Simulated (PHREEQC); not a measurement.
Dissolve 0.0017 mol NaH2PO4, 0.14 mol KOH and 0.013 mol NaCl per kg of water at 25 °C. Closed to the air; pH follows from the charge balance.

Model: ion-association model, wateq4f.dat, run in PHREEQC.

Precipitation was switched off in this run.

Problem. What pH does the model give?

Solution. pH 13.00.

Problem. In which forms is P present?

Solution. PO4-3 94 %, HPO4-2 5.1 % of the P.

H3PO4, which wateq4f.dat lacks, is added to it with the constant of phreeqc.dat.
